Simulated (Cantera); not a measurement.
Input: 1 mol MgO, 0.071 mol N2, at 3.75 Torr.

Cantera equilibrium calculation (NASA polynomials, part measured and part estimated; ideal gas, pure solids and liquids). Candidate condensed phases: Mg, MgO; 13 gas species. Rates play no part.

x: gas mole fraction; n: condensed amount in mol.

| T (°C) | x N2 | x Mg | x O | x O2 | x MgO | x NO | x N | n MgO(s) |
|---|---|---|---|---|---|---|---|---|
| 1427 | 1.000 | 7.09e-6 | 4.82e-7 | 5.82e-7 | 3.94e-9 | 5.44e-6 | 7.86e-11 | 1.000 |
| 1577 | 1.000 | 9.00e-5 | 1.08e-5 | 1.57e-5 | 1.70e-7 | 4.78e-5 | 1.23e-9 | 1.000 |
| 1727 | 0.999 | … | … | … | … | … | … | 1.000 |
| 1877 | 0.990 | 0.00606 | 0.00119 | 0.00185 | 6.40e-5 | 0.00118 | 9.52e-8 | 1.000 |
| 2027 | 0.942 | 0.0342 | 0.00748 | 0.0114 | 0.000689 | 0.00399 | 5.36e-7 | 0.997 |
| 2177 | … | … | … | … | … | … | … | 0.984 |
| 2327 | 0.0395 | 0.567 | 0.149 | 0.206 | 0.0318 | 0.00604 | 2.00e-6 | 0 |
| 2477 | 0.0371 | 0.545 | 0.242 | 0.148 | 0.0217 | 0.00624 | 6.54e-6 | 0 |

Problem. Some entries are withheld; supply them.

Solution. 
- 2177, x N2: 0.736
- 2177, x Mg: 0.157
- 2177, x O: 0.0372
- 2177, x O2: 0.0545
- 2177, x MgO: 0.00552
- 2177, x NO: 0.0104
- 2177, x N: 2.21e-6
- 1727, x Mg: 0.000846
- 1727, x O: 0.000139
- 1727, x O2: 0.000215
- 1727, x MgO: 4.13e-6
- 1727, x NO: 0.000276
- 1727, x N: 1.27e-8
